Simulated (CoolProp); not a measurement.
Vapour pressure (bar) of hydrogen sulfide: the reference equation beside estimates from Tc = 100.0 °C, pc = 89.99 bar, ω = 0.101. Clausius-Clapeyron is anchored at -6.15 °C with a constant enthalpy of vaporisation of 16.12 kJ/mol.

Values from CoolProp's reference Helmholtz-energy equation of state, Lemmon 2006. It is a short technical equation, of lower accuracy than the large ones.

```tsv
T (°C)	reference	Clausius-Clapeyron	van der Waals	Redlich-Kwong	Soave-Redlich-Kwong	Peng-Robinson
-21.25	5.232	5.553	14.96	5.756	5.217	5.240
-17.45	5.961	6.226	16.18	6.564	5.950	5.965
-13.65	6.764	6.957	17.46	7.452	6.758	6.764
-9.95	7.620	(withheld)	18.76	8.397	7.621	7.617
-6.15	8.582	8.582	20.17	9.454	8.591	(withheld)
-2.35	(withheld)	9.502	21.64	10.60	9.650	9.619
1.35	10.74	10.47	23.14	11.81	10.77	10.73
5.15	11.97	11.52	24.75	13.16	(withheld)	(withheld)
8.85	13.27	12.63	26.39	14.56	13.34	13.25
12.65	14.71	13.84	28.13	16.12	14.80	14.69
16.45	(withheld)	15.12	29.96	17.78	16.37	16.24
```

Question: What belongs in the gaps?

Answer: 
- -9.95, Clausius-Clapeyron: 7.728
- -6.15, Peng-Robinson: 8.574
- -2.35, reference: 9.630
- 5.15, Soave-Redlich-Kwong: 12.02
- 5.15, Peng-Robinson: 11.96
- 16.45, reference: 16.26

Absolute difference from the reference over all 11 rows, mean and median: Clausius-Clapeyron 3.7 and 3.8 %, van der Waals 128.9 and 124.7 %, Redlich-Kwong 9.9 and 10.0 %, Soave-Redlich-Kwong 0.3 and 0.3 %, Peng-Robinson 0.1 and 0.1 %.
